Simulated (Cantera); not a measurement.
Charge: 1 mol Pb, 0.096 mol CO, 91 mol N2, at 0.0133 bar.

These are equilibrium values from Cantera (NASA tables, ideal gas, pure condensed phases), not measurements of a reactor. Candidate condensed phases: C, Pb, PbO, PbO2, Pb3O4; 27 gas species. Equilibrium is a limit: real reactors are often held back by kinetics, nucleation or transport.

log p: log10 of the partial pressure in bar; n: condensed amount in mol.

```csv
T (°C),log p N2,log p Pb,log p CO,log p CO2,n C(graphite),n Pb(l)
525,-1.88,-7.24,-4.85,-7.68,0.000141,1.000
600,-1.88,-6.20,-4.85,-8.65,1.53e-5,0.996
675,-1.88,-5.32,-4.85,-9.46,0,0.967
750,-1.88,-4.57,-4.85,-10.15,0,0.817
825,-1.88,[?],-4.86,[?],0,[?]
900,-1.88,-3.84,-4.86,-11.27,0,0
975,-1.88,-3.84,-4.86,-11.72,0,0
1050,-1.88,-3.84,-4.86,-11.90,0,0
1125,-1.88,-3.84,-4.86,-11.90,0,0
1200,-1.88,-3.84,-4.86,[?],0,0
1275,-1.88,-3.84,-4.86,-11.74,0,0
```

Question: Some entries are withheld; supply them.

Answer: 
- 1200, log p CO2: -11.85
- 825, log p Pb: -3.93
- 825, log p CO2: -10.75
- 825, n Pb(l): 0.195
